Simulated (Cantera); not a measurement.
A Cantera script and what it prints.

```python
import numpy as np
import cantera as ct

gas_names = """
    H HO2 H2 H2O H2O2 O OH O2 O3 Si SiH SiH2 SiH3 SiH4 SiO SiO2 Si2 Si3
""".split()
cond_names = """
    H2O(s) H2O(L) Si(cr) Si(L) SiO2(Lqz) SiO2(hqz) SiO2(L)
""".split()


# ... load() reads the species with a 1 bar reference pressure and builds the phases ...
atoms = {
    'Si2H6': {'Si': 2, 'H': 6},
    'O2': {'O': 2},
    'H2': {'H': 2},
}
top_T = {}  # K; cautious upper limits of use, not melting points


# ... equilibrate(T, P, feed) seeds the gas with the atoms and calls Mixture.equilibrate('TP', solver="vcs", rtol=1e-11, max_steps=5000) ...
results = []
feed = {'Si2H6': 1, 'O2': 0.29, 'H2': 0.25}  # mol
P = 1000  # Pa
for T in [550, 700, 850, 1000, 1150, 1300, 1450, 1600, 1750, 1900, 2050]:
    mix = equilibrate(T, P, feed)
    results.append((T, P, feed, dict(zip(mix.species_names, mix.species_moles))))
    x = sorted(zip(gas.X, gas.species_names), reverse=True)
    print(f"T = {T:g} K  P = {P:g} Pa  gas = {mix.phase_moles(0):.4g} mol")
    print("   x: " + "  ".join(f"{s} {v:.3e}" for v, s in x if v > 1e-06))
    print("   condensed (mol): " + ("  ".join(f"{mix.phase(i).name} {mix.phase_moles(i):.4g}"
          for i in range(1, mix.n_phases) if mix.phase_moles(i) > 1e-12) or "none"))
```

Result:

```
T = 550 K  P = 1000 Pa  gas = 3.25 mol
   x: H2 1.000e+00
   condensed (mol): Si(cr) 1.71  SiO2(Lqz) 0.29
T = 700 K  P = 1000 Pa  gas = 3.25 mol
   x: H2 1.000e+00
   condensed (mol): Si(cr) 1.71  SiO2(Lqz) 0.29
T = 850 K  P = 1000 Pa  gas = 3.25 mol
   x: H2 1.000e+00
   condensed (mol): Si(cr) 1.71  SiO2(hqz) 0.29
T = 1000 K  P = 1000 Pa  gas = 3.25 mol
   x: H2 1.000e+00
   condensed (mol): Si(cr) 1.71  SiO2(hqz) 0.29
T = 1150 K  P = 1000 Pa  gas = 3.25 mol
   x: H2 1.000e+00  SiO 1.192e-05
   condensed (mol): Si(cr) 1.71  SiO2(hqz) 0.29
T = 1300 K  P = 1000 Pa  gas = 3.252 mol
   x: H2 9.992e-01  SiO 7.614e-04  H 1.106e-05
   condensed (mol): Si(cr) 1.709  SiO2(hqz) 0.2888
T = 1450 K  P = 1000 Pa  gas = 3.317 mol
   x: H2 9.797e-01  SiO 2.018e-02  H 9.361e-05  H2O 1.861e-06
   condensed (mol): Si(cr) 1.677  SiO2(hqz) 0.2565
T = 1600 K  P = 1000 Pa  gas = 3.831 mol
   x: H2 8.481e-01  SiO 1.514e-01  H 5.007e-04  Si 9.751e-06  SiH2 4.245e-06  H2O 4.067e-06  SiH 1.957e-06
   condensed (mol): Si(cr) 1.42
T = 1750 K  P = 1000 Pa  gas = 3.835 mol
   x: H2 8.464e-01  SiO 1.512e-01  H 2.140e-03  Si 1.501e-04  SiH 1.827e-05  SiH2 1.763e-05  H2O 1.872e-06
   condensed (mol): Si(L) 1.419
T = 1900 K  P = 1000 Pa  gas = 3.849 mol
   x: H2 8.406e-01  SiO 1.507e-01  H 7.276e-03  Si 1.261e-03  SiH 1.003e-04  SiH2 4.902e-05  Si2 1.013e-05  Si3 2.285e-06  H2O 1.151e-06
   condensed (mol): Si(L) 1.414
T = 2050 K  P = 1000 Pa  gas = 3.902 mol
   x: H2 8.224e-01  SiO 1.487e-01  H 2.057e-02  Si 7.728e-03  SiH 4.240e-04  SiH2 1.152e-04  Si2 9.009e-05  Si3 1.885e-05
   condensed (mol): Si(L) 1.387
```

These are equilibrium values from Cantera (NASA tables, ideal gas, pure condensed phases), not measurements of a reactor. The feed counts by its element totals alone. Mutual solubility and eutectic melting of coexisting phases are not modelled. The tables hold silica as quartz up to 1696 K and as liquid above; real silica turns to tridymite and cristobalite and melts near 1996 K. Gases not in the tables: Si2H6 and higher silanes.
